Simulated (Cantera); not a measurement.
Charge: 1 mol KOH, 0.13 mol C, 0.12 mol H₂, at 4.20 Torr.

These are equilibrium values from Cantera (NASA tables, ideal gas, pure condensed phases), not measurements of a reactor. Candidate condensed phases: C, C₆H₆, C₇H₈, C₈H₁₈, H₂O, K, KOH, KO₂, K₂CO₃, K₂O, K₂O₂; 116 gas species. Equilibrium is a limit: real reactors are often held back by kinetics, nucleation or transport. All values below are at 1198 K.

Base state: K 0.326, KOH 0.321, H₂O 0.202, H₂ 0.106, CO₂ 0.0257, CO 0.0185, K₂(OH)₂ 0.00140, K₂ 2.12e-5 (mole fractions); condensed: K₂CO₃(l).

Task: What changes in the equilibrium state with this change: KOH replaced by Na₂SO₄?

Result: 
```json
[
 {"species": "CO₂", "before": "0.0257", "after": "0.471"},
 {"species": "H₂O", "before": "0.202", "after": "0.442"},
 {"species": "CO", "before": "0.0185", "after": "0.0430"},
 {"species": "K", "before": "0.326", "after": "0"},
 {"species": "KOH", "before": "0.321", "after": "0"},
 {"species": "H₂", "before": "0.106", "after": "0.0295"},
 {"species": "Na", "before": "0", "after": "0.00604"},
 {"species": "SO₂", "before": "0", "after": "0.00420"},
 {"species": "NaOH", "before": "0", "after": "0.00398"},
 {"species": "K₂(OH)₂", "before": "0.00140", "after": "0"},
 {"species": "H₂S", "before": "0", "after": "0.000531"},
 {"species": "S₂", "before": "0", "after": "0.000113"},
 {"species": "K₂CO₃(l), mol", "before": "0.0716", "after": "0"},
 {"species": "Na₂S(s), mol", "before": "0", "after": "0.0898"},
 {"species": "Na₂SO₄(l), mol", "before": "0", "after": "0.909"}
]
```
Mutual solubility and eutectic melting of coexisting phases are not modelled. Gases not in the tables: S₃ to S₇. Further candidate phases: H₂SO₄, Na, NaOH, NaO₂, Na₂CO₃, Na₂O, Na₂O₂, Na₂S, Na₂SO₄, S.
